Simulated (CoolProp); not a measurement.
Properties of CH2F2 (R32) along the isobar 3.94 MPa.

Model: reference Helmholtz-energy equation of state, Tillner-Roth 1997, in CoolProp.

```json
[
 {"T (K)": "327.2", "phase": "liquid", "Z": "0.09150", "cp (kJ/(kg K))": "2.500", "isothermal compressibility (1/MPa)": "0.02078", "expansivity (1/kK)": "8.828", "Prandtl number": "1.76"},
 {"T (K)": "334.9", "phase": "gas", "Z": "0.5645", "cp (kJ/(kg K))": "3.048", "isothermal compressibility (1/MPa)": "0.6150", "expansivity (1/kK)": "21.49", "Prandtl number": "1.70"},
 {"T (K)": "342.6", "phase": "gas", "Z": "0.6282", "cp (kJ/(kg K))": "2.197", "isothermal compressibility (1/MPa)": "0.4766", "expansivity (1/kK)": "13.65", "Prandtl number": "1.33"},
 {"T (K)": "350.3", "phase": "gas", "Z": "0.6731", "cp (kJ/(kg K))": "[?]", "isothermal compressibility (1/MPa)": "0.4181", "expansivity (1/kK)": "10.42", "Prandtl number": "1.17"},
 {"T (K)": "358", "phase": "gas", "Z": "0.7082", "cp (kJ/(kg K))": "1.663", "isothermal compressibility (1/MPa)": "0.3842", "expansivity (1/kK)": "8.590", "Prandtl number": "1.07"},
 {"T (K)": "365.7", "phase": "gas", "Z": "0.7371", "cp (kJ/(kg K))": "1.542", "isothermal compressibility (1/MPa)": "0.3616", "expansivity (1/kK)": "7.383", "Prandtl number": "1.00"},
 {"T (K)": "373.4", "phase": "gas", "Z": "0.7615", "cp (kJ/(kg K))": "1.460", "isothermal compressibility (1/MPa)": "0.3453", "expansivity (1/kK)": "6.519", "Prandtl number": "0.950"},
 {"T (K)": "381.1", "phase": "gas", "Z": "0.7824", "cp (kJ/(kg K))": "1.400", "isothermal compressibility (1/MPa)": "0.3329", "expansivity (1/kK)": "[?]", "Prandtl number": "0.911"},
 {"T (K)": "388.8", "phase": "gas", "Z": "0.8007", "cp (kJ/(kg K))": "1.357", "isothermal compressibility (1/MPa)": "0.3231", "expansivity (1/kK)": "5.353", "Prandtl number": "0.880"},
 {"T (K)": "396.5", "phase": "gas", "Z": "0.8169", "cp (kJ/(kg K))": "1.324", "isothermal compressibility (1/MPa)": "0.3151", "expansivity (1/kK)": "4.937", "Prandtl number": "0.854"},
 {"T (K)": "404.2", "phase": "gas", "Z": "0.8312", "cp (kJ/(kg K))": "1.300", "isothermal compressibility (1/MPa)": "0.3086", "expansivity (1/kK)": "4.593", "Prandtl number": "0.832"},
 {"T (K)": "411.9", "phase": "gas", "Z": "0.8441", "cp (kJ/(kg K))": "1.282", "isothermal compressibility (1/MPa)": "0.3030", "expansivity (1/kK)": "4.302", "Prandtl number": "0.813"},
 {"T (K)": "419.6", "phase": "gas", "Z": "0.8556", "cp (kJ/(kg K))": "1.268", "isothermal compressibility (1/MPa)": "0.2983", "expansivity (1/kK)": "4.053", "Prandtl number": "0.797"},
 {"T (K)": "427.3", "phase": "gas", "Z": "0.8661", "cp (kJ/(kg K))": "1.258", "isothermal compressibility (1/MPa)": "0.2942", "expansivity (1/kK)": "3.837", "Prandtl number": "0.783"},
 {"T (K)": "435", "phase": "gas", "Z": "0.8757", "cp (kJ/(kg K))": "[?]", "isothermal compressibility (1/MPa)": "0.2907", "expansivity (1/kK)": "3.648", "Prandtl number": "0.771"}
]
```

Problem. What belongs in the gaps?

Solution. 
- 350.3, cp (kJ/(kg K)): 1.854
- 381.1, expansivity (1/kK): 5.866
- 435, cp (kJ/(kg K)): 1.251

Viscosity comes from a separate model (Bell 2016), an estimate that may be off by 10 % or more. Thermal conductivity comes from a separate model (Huber 2003), an estimate that may be off by 10 % or more.
